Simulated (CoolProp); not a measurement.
Vapour-liquid equilibrium of dimethyl ether (1) + n-butane (2) at 0.921 bar; x and y are mole fractions of (1).

Model: multi-fluid Helmholtz-energy mixture model, Wu 2011 and Bücker 2006; pair parameters Bell 2016, in CoolProp.

**Question.** Give the bubble temperature and the first vapour's composition at x = 0.05, 0.25, 0.55. Is there an azeotrope?

**Answer.** x = 0.05: -6.8 °C, y = 0.177; x = 0.25: -16.3 °C, y = 0.544; x = 0.55: -22.7 °C, y = 0.759. No azeotrope shows between x = 0.05 and 0.95.

Pair parameters are fitted to limited data, so mixtures are less certain than the pure fluids.
